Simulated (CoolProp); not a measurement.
Values from CoolProp's reference Helmholtz-energy equation of state, Lemmon 2006. It is a short technical equation, of lower accuracy than the large ones.

Q: Give the vapour pressure (bar), surface tension (mN/m), vapour viscosity (µPa s) of saturated C2F6 (R116) at 234.3 K.

A: 
```tsv
T (K)	p (bar)	surface tension (mN/m)	vapour viscosity (µPa s)
234.3	5.63	5.91	10.9
```

Viscosity comes from a separate model (Huber 2003), an estimate that may be off by 10 % or more. Surface tension comes from a separate correlation (Mulero 2012).
